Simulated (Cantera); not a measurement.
Input: 1 mol CH₃SiH₃, 2.3 mol H₂, held at 1027 °C and 0.0100 bar.

These are equilibrium values from Cantera (NASA tables, ideal gas, pure condensed phases), not measurements of a reactor. Candidate condensed phases: C, C₆H₆, C₇H₈, C₈H₁₈, Si, SiC; 87 gas species. The feed counts by its element totals alone. Rates play no part.

Base state: H₂ 1.000, H 1.11e-5 (mole fractions); condensed: SiC(s).

Problem. What changes in the equilibrium state with this change: temperature from 1027 °C to 1827 °C?

Solution. 
```json
[
 {"species": "H₂", "before": "1.000", "after": "0.967"},
 {"species": "H", "before": "1.11e-5", "after": "0.0306"},
 {"species": "Si", "before": "4.33e-9", "after": "0.00141"},
 {"species": "C₂H₂ (acetylene)", "before": "<1e-9", "after": "0.000757"},
 {"species": "Si₂C", "before": "<1e-9", "after": "5.78e-5"},
 {"species": "SiC₂", "before": "<1e-9", "after": "4.93e-5"},
 {"species": "SiC(s), mol", "before": "1.000", "after": "0.991"}
]
```
Gases not in the tables: Si₂H₆ and higher silanes.

Problem. What changes in the equilibrium state with this change: CH₃SiH₃ replaced by Si(CH₃)₄?

Solution. 
| species | before | after |
|---|---|---|
| H₂ | 1.000 | 1.000 |
| CH₄ | 2.33e-7 | 7.86e-5 |
| H | 1.11e-5 | 1.11e-5 |
| SiC(s), mol | 1.000 | 1.00 |
| C(graphite), mol | 0 | 3.00 |
